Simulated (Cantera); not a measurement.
A freely propagating, adiabatic, planar premixed flame of H2 : O2 : N2 = 1 : 0.455 : 1.71 (molar parts), equivalence ratio 1.1, unburnt at 350 K and 0.385 atm; mixture-averaged transport, grid criteria slope 0.08 and curve 0.16, no radiation.

Detailed kinetics in Cantera: the H2/O2 subset of GRI-Mech 3.0, which has no nitrogen chemistry. Burning velocities carry a grid error of a few per cent, more on coarse grids.

What does this change do: H2 1 to 0.77 parts?


| quantity | before | after |
|---|---|---|
| laminar burning velocity | 304 cm/s | 239 cm/s |
| thermal thickness | 1.29 mm | 1.25 mm |
| peak x(H2O2) | 6.53e-5 | 6.07e-5 |
| peak x(HO2) | 0.000268 | 0.000259 |
| peak x(O) | 0.0108 | 0.0123 |
